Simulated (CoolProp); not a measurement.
Properties of octamethylcyclotetrasiloxane (D4) at several states (Tc = 586.5 K, pc = 13.47 bar, ω = 0.598).

The numbers come from the reference Helmholtz-energy equation of state, Thol 2015 in CoolProp.

```
T (K)  p (bar)   phase  density (kg/m³)  cp (kJ/(kg K))  cv (kJ/(kg K))  speed of sound (m/s)  expansivity (1/kK)
-----  -------  ------  ---------------  --------------  --------------  --------------------  ------------------
300.1     1.06  liquid            948.6           1.674           1.378                     ?               1.203
514.4     15.6  liquid                ?               ?           1.864                 318.8               2.562
543.7    0.371     gas            2.466           1.896               ?                 122.8               1.931
416.3     26.1  liquid                ?           1.906           1.635                 586.5               1.484
```

Question: What belongs in the gaps?

Answer: 
- 300.1, speed of sound (m/s): 909.8
- 514.4, density (kg/m³): 675.0
- 514.4, cp (kJ/(kg K)): 2.160
- 543.7, cv (kJ/(kg K)): 1.866
- 416.3, density (kg/m³): 818.5
